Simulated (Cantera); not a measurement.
Charge: 1 mol Ta2O5, 5.5 mol H2, equilibrated at 2025 K and 5.00 mbar.

These are equilibrium values from Cantera (NASA tables, ideal gas, pure condensed phases), not measurements of a reactor. Candidate condensed phases: H2O, Ta, Ta2O5; 12 gas species. Mutual solubility and eutectic melting of coexisting phases are not modelled. Condensed phases not in the tables: N, O or C dissolved in the metal. The numbers say what is thermodynamically allowed, not how fast it happens.

Base state: H2 0.971, H 0.0268, H2O 0.00198, TaO2 0.000323, TaO 6.17e-5 (mole fractions); condensed: Ta(s) + Ta2O5(s).

Q: What changes in the equilibrium state with this change: Ta2O5 replaced by V2O5?

A: 
```json
[
 {"species": "H2", "before": "0.971", "after": "0.617"},
 {"species": "H2O", "before": "0.00198", "after": "0.344"},
 {"species": "H", "before": "0.0268", "after": "0.0214"},
 {"species": "VO2", "before": "0", "after": "0.0162"},
 {"species": "TaO2", "before": "0.000323", "after": "0"},
 {"species": "VO", "before": "0", "after": "0.000135"},
 {"species": "TaO", "before": "6.17e-5", "after": "0"},
 {"species": "O", "before": "1.15e-7", "after": "3.14e-5"},
 {"species": "OH", "before": "5.72e-6", "after": "0.00125"},
 {"species": "Ta(s), mol", "before": "0.00386", "after": "0"},
 {"species": "Ta2O5(s), mol", "before": "0.997", "after": "0"},
 {"species": "V2O3(s), mol", "before": "0", "after": "0.954"}
]
```
Condensed phases not in the tables: the oxides between V2O3 and V2O5 other than VO2. Further candidate phases: V, VO, V2O3, V2O4, V2O5.
